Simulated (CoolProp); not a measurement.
Properties of dodecamethylcyclohexasiloxane (D6) along the isotherm 620 K.

Values from CoolProp's reference Helmholtz-energy equation of state, Colonna 2008. It is a short technical equation, of lower accuracy than the large ones.

```json
[
 {"p (MPa)": "0.401", "phase": "gas", "Z": "0.7776", "speed of sound (m/s)": "83.58", "Joule-Thomson coefficient (K/MPa)": "14.61", "isothermal compressibility (1/MPa)": "3.312"},
 {"p (MPa)": "0.801", "phase": "liquid", "Z": "0.1362", "speed of sound (m/s)": "128.0", "Joule-Thomson coefficient (K/MPa)": "2.818", "isothermal compressibility (1/MPa)": "0.1463"},
 {"p (MPa)": "1.2", "phase": "liquid", "Z": "0.1949", "speed of sound (m/s)": "154.1", "Joule-Thomson coefficient (K/MPa)": "1.796", "isothermal compressibility (1/MPa)": "0.09280"},
 {"p (MPa)": "1.6", "phase": "liquid", "Z": "0.2518", "speed of sound (m/s)": "173.7", "Joule-Thomson coefficient (K/MPa)": "1.303", "isothermal compressibility (1/MPa)": "0.06930"},
 {"p (MPa)": "2", "phase": "liquid", "Z": "0.3070", "speed of sound (m/s)": "190.1", "Joule-Thomson coefficient (K/MPa)": "1.001", "isothermal compressibility (1/MPa)": "0.05575"},
 {"p (MPa)": "2.4", "phase": "liquid", "Z": "0.3609", "speed of sound (m/s)": "204.4", "Joule-Thomson coefficient (K/MPa)": "0.7951", "isothermal compressibility (1/MPa)": "0.04683"},
 {"p (MPa)": "2.8", "phase": "liquid", "Z": "0.4138", "speed of sound (m/s)": "217.2", "Joule-Thomson coefficient (K/MPa)": "0.6437", "isothermal compressibility (1/MPa)": "0.04049"},
 {"p (MPa)": "3.2", "phase": "liquid", "Z": "0.4658", "speed of sound (m/s)": "228.9", "Joule-Thomson coefficient (K/MPa)": "0.5272", "isothermal compressibility (1/MPa)": "0.03572"},
 {"p (MPa)": "3.61", "phase": "liquid", "Z": "0.5183", "speed of sound (m/s)": "239.9", "Joule-Thomson coefficient (K/MPa)": "0.4325", "isothermal compressibility (1/MPa)": "0.03193"},
 {"p (MPa)": "4.01", "phase": "liquid", "Z": "0.5688", "speed of sound (m/s)": "249.9", "Joule-Thomson coefficient (K/MPa)": "0.3572", "isothermal compressibility (1/MPa)": "0.02896"},
 {"p (MPa)": "4.41", "phase": "liquid", "Z": "0.6186", "speed of sound (m/s)": "259.2", "Joule-Thomson coefficient (K/MPa)": "0.2944", "isothermal compressibility (1/MPa)": "0.02653"},
 {"p (MPa)": "4.81", "phase": "liquid", "Z": "0.6679", "speed of sound (m/s)": "268.1", "Joule-Thomson coefficient (K/MPa)": "0.2413", "isothermal compressibility (1/MPa)": "0.02449"}
]
```
